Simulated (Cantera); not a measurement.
Charge: 1 mol c-C4F8, 0.48 mol H2, 0.28 mol CH4, equilibrated at 6.30 Pa.

These are equilibrium values from Cantera (NASA tables, ideal gas, pure condensed phases), not measurements of a reactor. Candidate condensed phases: C, C6H6, C7H8, C8H18; 95 gas species. The feed counts by its element totals alone. Gases not in the tables: C2F6 and larger saturated fluorocarbons. Kinetics and transport are ignored.

Q: Which condensed phases are stable at each of these points (T (K)): 1775, 1875, 1975, 2075, 2175, 2275, 2375, 2475, 2575, 2675, 2775, 2875, 2975?

A: 
| T (K) | condensed phases | C condensed (%) |
|---|---|---|
| 1775 | C(graphite) | 63.5 |
| 1875 | C(graphite) | 63.2 |
| 1975 | C(graphite) | 70.6 |
| 2075 | C(graphite) | 82.9 |
| 2175 | C(graphite) | 90.8 |
| 2275 | C(graphite) | 94.3 |
| 2375 | C(graphite) | 94.7 |
| 2475 | C(graphite) | 91.6 |
| 2575 | C(graphite) | 77.2 |
| 2675 | C(graphite) | 13.7 |
| 2775 | gas only | 0.0 |
| 2875 | gas only | 0.0 |
| 2975 | gas only | 0.0 |

From 1775 K to 2675 K the condensed part is C(graphite). From 2775 K to 2975 K nothing is condensed.
